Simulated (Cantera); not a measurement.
Feed: 1 mol SiCl4, 0.0084 mol Cl2, 12 mol N2, equilibrated at 1150 °C and 750 Torr.

Method: chemical equilibrium by Gibbs-energy minimisation in Cantera with the NASA 1993 tables (ideal gas, pure condensed phases). Candidate condensed phases: Si, Si3N4; 13 gas species. The tables' values for SiCl3 are old estimates; treat these amounts as uncertain. Kinetics and transport are ignored.

Q: What is the equilibrium state?

A: 
- x(N2) = 0.922
- x(SiCl4) = 0.0768
- x(Cl) = 0.000632
- x(Cl2) = 0.000349
- x(SiCl3) = 3.97e-5
- gas amount = 13.01 mol
- log10 activity of Si(s) (absent) = -11.70
